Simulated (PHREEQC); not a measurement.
0.52 g of hydrous ferric oxide (600 m²/g; 0.2 weak and 0.005 strong sites per Fe, Dzombak-Morel constants, diffuse double layer) in 1 kg of water with 0.001 mol/kgw of an inert sodium salt, at 25 °C; the pH is set by adding NaOH or the inert anion's acid. Oxygen alone is held at its pressure in air (log pO2 = -0.68). The system is closed to CO2. No solid was allowed to form.

All values are PHREEQC results (ion-association model, wateq4f.dat), not measurements.

```
pH     surface charge σ (C/m²)  surface potential ψ (mV)
-----  -----------------------  ------------------------
3                        0.261                       231
3.67                     0.160                       219
4.33                     0.094                       197
5                   (withheld)                       169
5.67                     0.027                       136
6.33                (withheld)                       101
7                        0.006                        64
7.67                     0.002                        25
8.33                    -0.001                       -13
9                   (withheld)                       -51
9.67                    -0.011                       -89
10.33                   -0.023                      -124
11                      -0.055                      -155
```

### Question
Fill in the missing entries.

### Answer

- 5, surface charge σ (C/m²): 0.052
- 6.33, surface charge σ (C/m²): 0.013
- 9, surface charge σ (C/m²): -0.004

The oxide is taken as insoluble; below pH 4 it would dissolve.
